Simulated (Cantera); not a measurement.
An isothermal, constant-pressure homogeneous reactor starts with C2H6 : N2 = 1 : 150 (molar parts), at 1850 K and 0.00610 bar. Integrator tolerance rtol = 1e-08.

Model: GRI-Mech 3.0 (53 species, 325 reactions), integrated in Cantera. GRI-Mech 3.0 stops at C3 and has no aromatics, soot or wall deposition, so with more carbon than oxygen in the feed, carbon stays in small species such as C2H2 where larger ones or solid carbon would form. Radical loss at walls, strong at low pressure, is not modelled.

### Question
What does this change do: C2H6 1 to 0.15 parts?

### Answer
```csv
quantity,before,after
x(C2H6) at 30.0 s,<1e-12 (gas-phase equilibrium <1e-12),<1e-12 (gas-phase equilibrium <1e-12)
x(C2H2) at 30.0 s,0.00643 (gas-phase equilibrium 0.000385),0.000930 (gas-phase equilibrium 9.69e-6)
x(CH3) at 30.0 s,2.28e-8 (gas-phase equilibrium 8.51e-9),5.20e-9 (gas-phase equilibrium 1.97e-10)
x(H) at 30.0 s,0.000519 (gas-phase equilibrium 0.000782),0.000177 (gas-phase equilibrium 0.000299)
x(CH4) at 30.0 s,2.81e-8 (gas-phase equilibrium 6.88e-9),2.78e-9 (gas-phase equilibrium 6.06e-11)
x(H2) at 30.0 s,0.0128 (gas-phase equilibrium 0.0127),0.00191 (gas-phase equilibrium 0.00185)
x(C2H) at 30.0 s,2.80e-6 (gas-phase equilibrium 2.56e-7),9.27e-7 (gas-phase equilibrium 1.68e-8)
```

### Question
What does this change do: 0.24 parts H2O added?

### Answer
| quantity | before | after |
|---|---|---|
| x(C2H6) at 30.0 s | <1e-12 (gas-phase equilibrium <1e-12) | 1.42e-12 (gas-phase equilibrium <1e-12) |
| x(C2H2) at 30.0 s | 0.00643 (gas-phase equilibrium 0.000385) | 0.00546 (gas-phase equilibrium 0.000301) |
| x(CH3) at 30.0 s | 2.28e-8 (gas-phase equilibrium 8.51e-9) | 1.67e-6 (gas-phase equilibrium 8.87e-9) |
| x(H) at 30.0 s | 0.000519 (gas-phase equilibrium 0.000782) | 0.000417 (gas-phase equilibrium 0.000849) |
| x(CH4) at 30.0 s | 2.81e-8 (gas-phase equilibrium 6.88e-9) | 3.01e-6 (gas-phase equilibrium 7.79e-9) |
| x(H2) at 30.0 s | 0.0128 (gas-phase equilibrium 0.0127) | 0.0151 (gas-phase equilibrium 0.0149) |
| x(C2H) at 30.0 s | 2.80e-6 (gas-phase equilibrium 2.56e-7) | 1.62e-6 (gas-phase equilibrium 1.84e-7) |
